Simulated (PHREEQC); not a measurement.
A solution holds 0.088 mol MgCl2 and 0.0013 mol Na2CO3 per kg of water, at 65 °C. Closed to the air; pH follows from the charge balance.

Equilibrium calculation in PHREEQC: Pitzer model, pitzer.dat.

```tsv
quantity	before	after
pH	8.72	8.52
ionic strength (mol/kgw)	0.264	0.264
```

Question: Name the change that produced these shifts.
A) MgCl2 left out
B) temperature from 65 to 75 °C
C) Na2CO3 left out

Answer: B, temperature from 65 to 75 °C

This is a speciation only: nothing precipitates in the calculation. Some of these states are supersaturated (in Magnesite (slow to form), for instance). At this temperature some constants are extrapolated from 25 °C, and those without enthalpy data are left unchanged.
